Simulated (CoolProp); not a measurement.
Vapour-liquid equilibrium of n-hexane (1) + dimethyl carbonate (2) at 4.76 bar; x and y are mole fractions of (1).

Values from CoolProp's multi-fluid Helmholtz-energy mixture model, Thol 2019 and Zhou 2011; pair parameters Bell 2016.

```csv
x,bubble temperature (°C),y at the bubble point,dew temperature at overall composition x (°C),liquid density (mol/L)
0.05,141.3,0.168,145.9,9.656
0.125,134.7,0.324,143.0,9.344
0.2,130.7,0.418,139.9,9.017
0.275,128.1,0.481,136.8,8.693
0.35,126.4,0.528,133.6,8.381
0.425,125.2,0.566,130.4,8.086
0.5,124.3,0.601,127.4,7.810
0.575,123.7,0.635,124.9,7.553
0.65,123.4,0.673,123.6,7.314
0.725,123.3,0.715,123.4,7.092
0.8,123.7,0.768,124.0,6.884
0.875,124.5,0.834,125.2,6.688
0.95,126.1,0.923,126.7,6.498
```

y crosses x between x = 0.65 and 0.725: the model has an azeotrope there.

The pair parameters rest on a limited set of measurements; away from them the model extrapolates.
